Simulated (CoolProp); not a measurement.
Vapour-liquid equilibrium of propane (1) + toluene (2) at 332.9 K; x and y are mole fractions of (1).

The numbers come from the multi-fluid Helmholtz-energy mixture model, Lemmon 2009 and Lemmon 2006; pair parameters Bell 2016 in CoolProp.

```
x      bubble pressure (MPa)  y at the bubble point  dew pressure at overall composition x (MPa)  liquid density (mol/L)
-----  ---------------------  ---------------------  -------------------------------------------  ----------------------
0.05                  0.1688                  0.890                                      0.01933                   9.108
0.125                 0.3847                  0.951                                            ?                   9.266
0.2                   0.5847                  0.968                                      0.02297                   9.422
0.275                 0.7661                  0.976                                      0.02536                   9.576
0.35                  0.9284                  0.980                                      0.02829                   9.723
0.425                  1.073                  0.983                                            ?                   9.863
0.5                    1.202                  0.985                                      0.03680                   9.990
0.575                  1.319                      ?                                      0.04331                   10.10
0.65                   1.431                  0.988                                            ?                   10.19
0.725                  1.542                  0.990                                      0.06701                   10.24
0.8                        ?                  0.992                                            ?                   10.24
0.875                  1.796                  0.994                                       0.1480                   10.17
0.95                   1.963                  0.997                                            ?                   9.973
```

Problem. Fill in the missing entries.

Solution. 
- 0.125, dew pressure at overall composition x (MPa): 0.02100
- 0.425, dew pressure at overall composition x (MPa): 0.03199
- 0.575, y at the bubble point: 0.987
- 0.65, dew pressure at overall composition x (MPa): 0.05261
- 0.8, bubble pressure (MPa): 1.660
- 0.8, dew pressure at overall composition x (MPa): 0.09224
- 0.95, dew pressure at overall composition x (MPa): 0.3733

No azeotrope shows between x = 0.05 and 0.95.

Pair parameters are fitted to limited data, so mixtures are less certain than the pure fluids. The gap from Raoult's law changes sign with composition, which may be real or a fault of the pair parameters; it wasn't checked against measurements.
